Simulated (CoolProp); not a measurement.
Vapour-liquid equilibrium of R142b (1) + R113 (2) at 65.05 °C; x and y are mole fractions of (1).

Model: multi-fluid Helmholtz-energy mixture model, Lemmon 2006 and Marx 1992; pair parameters Bell 2016, in CoolProp.

| x | bubble pressure (MPa) | y at the bubble point | dew pressure at overall composition x (MPa) | liquid density (mol/L) |
|---|---|---|---|---|
| 0.05 | 0.2226 | 0.241 | 0.1828 | ___ |
| 0.15 | 0.3147 | 0.501 | 0.2018 | 8.082 |
| 0.25 | 0.4016 | 0.640 | 0.2250 | 8.269 |
| 0.35 | 0.4839 | ___ | 0.2541 | 8.463 |
| 0.45 | 0.5623 | ___ | 0.2914 | ___ |
| 0.55 | ___ | 0.841 | 0.3410 | 8.871 |
| 0.65 | 0.7128 | 0.882 | 0.4093 | 9.089 |
| 0.75 | 0.7878 | 0.918 | 0.5076 | 9.316 |
| 0.85 | 0.8648 | 0.951 | 0.6532 | 9.556 |
| 0.95 | 0.9455 | 0.984 | 0.8620 | 9.811 |

### Question
Fill in the missing entries.

### Answer

- 0.05, liquid density (mol/L): 7.902
- 0.35, y at the bubble point: 0.729
- 0.45, y at the bubble point: 0.792
- 0.45, liquid density (mol/L): 8.663
- 0.55, bubble pressure (MPa): 0.6382

No azeotrope shows between x = 0.05 and 0.95.

Pair parameters are fitted to limited data, so mixtures are less certain than the pure fluids.
